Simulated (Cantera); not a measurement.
## BN + HF + N₂ (nitride etching)

Feed: 1 mol BN, 1.3 mol HF, 0.62 mol N₂, held at 95.0 mbar.

Cantera equilibrium calculation (NASA polynomials, part measured and part estimated; ideal gas, pure solids and liquids). Candidate condensed phases: B, BN; 31 gas species. The tables' values for BF₂ are old estimates; treat these amounts as uncertain. Kinetics and transport are ignored.

From 700 °C to 1350 °C the condensed part is BN(s). The main B-bearing gas is BF₃ throughout.

| T (°C) | x N₂ | x H₂ | x BF₃ | x HF | x BHF₂ | x BF₂ | n BN(s) |
|---|---|---|---|---|---|---|---|
| 700 | 0.434 | 0.332 | 0.222 | 0.0122 | 2.21e-5 | 1.45e-8 | 0.574 |
| 750 | 0.433 | 0.332 | 0.221 | 0.0138 | 4.10e-5 | 6.55e-8 | 0.576 |
| 800 | 0.433 | 0.331 | 0.220 | 0.0156 | 7.14e-5 | 2.56e-7 | 0.577 |
| 850 | 0.433 | 0.330 | 0.220 | 0.0173 | 0.000118 | 8.87e-7 | 0.578 |
| 900 | 0.433 | 0.329 | 0.219 | 0.0190 | 0.000188 | 2.76e-6 | 0.579 |
| 950 | 0.432 | 0.328 | 0.219 | 0.0208 | 0.000286 | 7.81e-6 | 0.580 |
| 1000 | 0.432 | 0.327 | 0.218 | 0.0225 | 0.000422 | 2.03e-5 | 0.581 |
| 1050 | 0.432 | 0.326 | 0.217 | 0.0242 | 0.000603 | 4.91e-5 | 0.582 |
| 1100 | 0.432 | 0.325 | 0.216 | 0.0259 | 0.000839 | 0.000111 | 0.583 |
| 1150 | 0.431 | 0.324 | 0.216 | 0.0276 | 0.00114 | 0.000238 | 0.583 |
| 1200 | 0.431 | 0.323 | 0.215 | 0.0293 | 0.00151 | 0.000481 | 0.584 |
| 1250 | 0.431 | 0.322 | 0.213 | 0.0309 | 0.00197 | 0.000928 | 0.585 |
| 1300 | 0.431 | 0.321 | 0.212 | 0.0325 | 0.00252 | 0.00171 | 0.585 |
| 1350 | 0.430 | 0.319 | 0.210 | 0.0340 | 0.00316 | 0.00304 | 0.584 |
x: gas mole fraction; n: condensed amount in mol.
